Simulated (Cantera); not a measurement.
## Adiabatic ignition

An adiabatic, constant-pressure homogeneous reactor starts with CO : H2 : CH4 : O2 : N2 : H2O = 1 : 1.5 : 0.13 : 1.37 : 5.16 : 0.94 (molar parts), equivalence ratio 1.1, at 1098 K and 80000 Pa.

Cantera simulation using GRI-Mech 3.0 (53 species, 325 reactions); the numbers are that mechanism's predictions, not measurements.

| t (s) | T (K) | x CO | x H2 | x CH4 | x H2O2 | x H | x CO2 |
|---|---|---|---|---|---|---|---|
| 1.00e-6 | 1098 | 0.0990 | 0.149 | 0.0129 | <1e-12 | 1.49e-10 | 9.17e-11 |
| 2.90e-6 | 1098 | 0.0990 | 0.149 | 0.0129 | <1e-12 | 5.23e-10 | 2.79e-10 |
| 8.42e-6 | 1098 | 0.0990 | 0.149 | 0.0129 | 2.07e-12 | 1.95e-9 | 9.33e-10 |
| 2.44e-5 | 1098 | 0.0990 | 0.149 | 0.0129 | 3.12e-11 | 9.53e-9 | 4.24e-9 |
| 7.09e-5 | 1098 | 0.0990 | 0.149 | 0.0129 | 1.32e-9 | 1.83e-7 | 7.30e-8 |
| 0.000206 | 1120 | 0.0990 | 0.145 | 0.0124 | 6.49e-6 | 0.000582 | 0.000320 |
| 0.000597 | 2466 | 0.0463 | 0.0252 | <1e-12 | 1.91e-7 | 0.00874 | 0.0752 |
| 0.00173 | 2565 | 0.0419 | 0.0213 | <1e-12 | 2.11e-7 | 0.00549 | 0.0806 |
| 0.00503 | 2563 | 0.0420 | 0.0214 | <1e-12 | 2.06e-7 | 0.00542 | 0.0805 |
| 0.0146 | 2558 | 0.0422 | 0.0217 | <1e-12 | 1.98e-7 | 0.00535 | 0.0802 |
| 0.0423 | 2557 | 0.0423 | 0.0217 | <1e-12 | 1.95e-7 | 0.00533 | 0.0802 |
| 0.123 | 2557 | 0.0423 | 0.0217 | <1e-12 | 1.95e-7 | 0.00533 | 0.0802 |
| 0.356 | 2557 | 0.0423 | 0.0217 | <1e-12 | 1.95e-7 | 0.00533 | 0.0802 |
| 1.03 | 2557 | 0.0423 | 0.0217 | <1e-12 | 1.95e-7 | 0.00533 | 0.0802 |
| 3.00 | 2557 | 0.0423 | 0.0217 | <1e-12 | 1.95e-7 | 0.00533 | 0.0802 |
x: mole fraction; the columns are a selection and need not sum to one.

```yaml
time_of_steepest_temperature_rise: 0.253 ms
temperature at 3.00 s: 2557 K
equilibrium_temperature: 2557 K
x(CO) at 3.00 s: 0.0423 (gas-phase equilibrium 0.0423)
x(H2) at 3.00 s: 0.0217 (gas-phase equilibrium 0.0217)
x(CH4) at 3.00 s: <1e-12 (gas-phase equilibrium <1e-12)
```
